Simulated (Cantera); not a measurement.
An adiabatic, constant-pressure homogeneous reactor starts with 17.4 % CH₄, 17.4 % O₂, 65.3 % N₂, equivalence ratio 2.0, at 1448 K and 19.7 atm.

Model: GRI-Mech 3.0 (53 species, 325 reactions), integrated in Cantera. The pressure lies above the range GRI-Mech 3.0 was tuned for (to about 10 atm).

x: mole fraction; the columns are a selection and need not sum to one.

| t (s) | T (K) | x CH₄ | x O₂ | x HCO | x CH₃ | x H₂O |
|---|---|---|---|---|---|---|
| 5.00e-6 | 1448 | 0.174 | 0.174 | 2.95e-11 | (withheld) | 7.04e-6 |
| 1.25e-5 | 1448 | 0.174 | 0.174 | 4.20e-10 | (withheld) | 5.11e-5 |
| 3.13e-5 | 1449 | 0.173 | 0.173 | 3.01e-9 | (withheld) | 0.000264 |
| 7.83e-5 | 1454 | 0.172 | 0.173 | 1.63e-8 | (withheld) | 0.00125 |
| 0.000196 | 1539 | 0.153 | 0.159 | 6.06e-7 | (withheld) | 0.0173 |
| 0.000490 | 2510 | 1.12e-8 | 1.25e-6 | 8.76e-7 | (withheld) | 0.130 |
| 0.00122 | 2510 | 5.48e-9 | 1.26e-6 | 8.77e-7 | 1.43e-9 | 0.130 |
| 0.00306 | 2511 | 5.41e-9 | 1.26e-6 | 8.78e-7 | 1.41e-9 | 0.130 |
| 0.00766 | 2511 | 5.40e-9 | 1.26e-6 | 8.78e-7 | 1.41e-9 | 0.130 |
| 0.0192 | 2511 | 5.40e-9 | 1.26e-6 | 8.78e-7 | 1.41e-9 | 0.130 |
| 0.0479 | 2511 | 5.40e-9 | 1.26e-6 | 8.78e-7 | 1.41e-9 | 0.130 |
| 0.120 | 2511 | 5.40e-9 | 1.26e-6 | 8.78e-7 | 1.41e-9 | 0.130 |
| 0.300 | 2511 | 5.40e-9 | 1.26e-6 | 8.78e-7 | 1.41e-9 | 0.130 |

Question: Some entries are withheld; supply them.

Answer: 
- 5.00e-6, x CH₃: 1.49e-5
- 1.25e-5, x CH₃: 4.66e-5
- 3.13e-5, x CH₃: 7.13e-5
- 7.83e-5, x CH₃: 0.000100
- 0.000196, x CH₃: 0.000372
- 0.000490, x CH₃: 2.92e-9
